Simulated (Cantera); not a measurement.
Charge: 1 mol trisilylamine, 0.38 mol NH3, 1.7 mol H2, at 93.0 mbar.

Cantera equilibrium calculation (NASA polynomials, part measured and part estimated; ideal gas, pure solids and liquids). Candidate condensed phases: Si, Si3N4; 18 gas species. The feed counts by its element totals alone. Mutual solubility and eutectic melting of coexisting phases are not modelled. The numbers say what is thermodynamically allowed, not how fast it happens. All values below are at 750 °C.

Base state: H2 1.00 (mole fractions); condensed: Si(s) + Si3N4(s).

**Question.** What changes in the equilibrium state with this change: trisilylamine replaced by SiF4?

**Answer.** 
```
species        before     after
-------------  ------  --------
H2               1.00     0.655
SiF4                0     0.288
N2              <1e-9    0.0549
HF                  0  0.000782
SiHF3               0  0.000754
SiF3                0   2.61e-5
Si(s), mol       1.97         0
Si3N4(s), mol   0.345         0
```
The tables' values for SiF3 are old estimates; treat these amounts as uncertain.
